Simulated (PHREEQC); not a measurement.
HF is added in steps, without added water, to 1 kg of water holding 150 mmol/kgw NaOH, 0.56 mmol/kgw H3BO3 and 0.48 mmol/kgw K3PO4, at 25 °C. Oxygen alone is held at its pressure in air (log pO2 = -0.68). CO2 from the air is kept out. No solid was allowed to form.

Base run: PHREEQC, ion-association model, wateq4f.dat. Each further column changes one thing. The table gives H2PO4- (mol/kgw).

| HF added (mol) | base | Davies equation for every ion | database phreeqc.dat | metal-ligand complexes left out | Debye-Hückel limiting law |
|---|---|---|---|---|---|
| 0 | 1.44e-11 | 1.38e-11 | 1.20e-11 | 1.45e-11 | 4.73e-12 |
| 0.03562 | 2.46e-11 | … | 2.06e-11 | 2.46e-11 | 8.19e-12 |
| 0.07125 | 5.07e-11 | 4.85e-11 | 4.28e-11 | 5.07e-11 | 1.73e-11 |
| 0.1069 | 1.59e-10 | … | 1.36e-10 | 1.59e-10 | 5.68e-11 |
| 0.1425 | 3.11e-9 | 3.00e-9 | 2.87e-9 | 3.23e-9 | 1.47e-9 |
| 0.1781 | 0.000472 | 0.000473 | 0.000472 | 0.000473 | 0.000473 |
| 0.2019 | 0.000468 | 0.000468 | 0.000466 | 0.000468 | 0.000468 |
| 0.2375 | 0.000460 | 0.000461 | 0.000456 | 0.000461 | 0.000461 |
| 0.2731 | 0.000452 | 0.000453 | 0.000444 | 0.000453 | 0.000454 |
| 0.3088 | 0.000444 | 0.000446 | 0.000431 | 0.000446 | 0.000447 |
| 0.3444 | 0.000437 | … | 0.000417 | 0.000438 | 0.000440 |
| 0.38 | 0.000430 | 0.000432 | 0.000402 | 0.000431 | 0.000434 |

What belongs in the gaps?


- 0.03562, Davies equation for every ion: 2.35e-11
- 0.1069, Davies equation for every ion: 1.52e-10
- 0.3444, Davies equation for every ion: 0.000439

wateq4f.dat counts part of the HF as a dimer, H2F2, which phreeqc.dat doesn't know; its constant is uncertain. H3PO4, which wateq4f.dat lacks, is added to it with the constant of phreeqc.dat. Real BF4- forms and hydrolyses slowly; the run takes it at equilibrium. phreeqc.dat and wateq4f.dat share most of their constants, so their agreement is no independent check.
